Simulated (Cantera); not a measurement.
An isothermal, constant-pressure homogeneous reactor starts with 5.56 % NH₃, 94.4 % H₂, at 2150 K and 8.25 Torr.

Detailed kinetics in Cantera: the gas-phase N/H chemistry of the illustrative SiF4/NH3 mechanism in the Surface Chemkin manual (1991). Walls and surfaces, which speed up NH3 decomposition in real reactors, are not modelled.

One state of this run: x NH₃ = 0.000550; x H₂ = 0.963; x NH = 5.86e-6; x NH₂ = 1.92e-5; x N₂H₂ = 4.31e-9; x N₂H₄ = <1e-12. x: mole fraction; the columns are a selection and need not sum to one.

Q: Which value of t (s) does it belong to?
A) 2.16
B) 0.355
C) 80.0
D) 0.0584

A: A, 2.16
